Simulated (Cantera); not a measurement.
Input: 1 mol CH₃SiCl₃, 0.047 mol C₂H₂, 2.9 mol H₂, 0.89 mol C₃H₈, at 2175 K and 7.50 Torr.

Equilibrium computed with Cantera from the NASA thermochemical tables; the gas is ideal and each condensed phase is pure. Candidate condensed phases: C, C₆H₆, C₇H₈, C₈H₁₈, Si, SiC; 109 gas species. The feed counts by its element totals alone. The tables' values for SiCl, SiCl₃ are old estimates; treat these amounts as uncertain. Gases not in the tables: Si₂H₆ and higher silanes. Rates play no part.

Base state: H₂ 0.668, HCl 0.255, H 0.0399, SiCl₂ 0.0192, Cl 0.0111, Si 0.00287, C₂H₂ (acetylene) 0.00149, SiCl 0.00122 (mole fractions); condensed: C(graphite) + SiC(s).

What changes in the equilibrium state with this change: C₃H₈ from 0.89 to 0.038 mol?


```tsv
species	before	after
H₂	0.668	0.532
HCl	0.255	0.360
SiCl₂	0.0192	0.0480
Cl	0.0111	0.0176
H	0.0399	0.0356
SiCl₃	7.83e-5	0.000310
SiCl	0.00122	0.00194
SiH₂	1.76e-5	1.40e-5
C₂H₂ (acetylene)	0.00149	0.00119
C(graphite), mol	2.96	0.527
SiC(s), mol	0.764	0.662
```
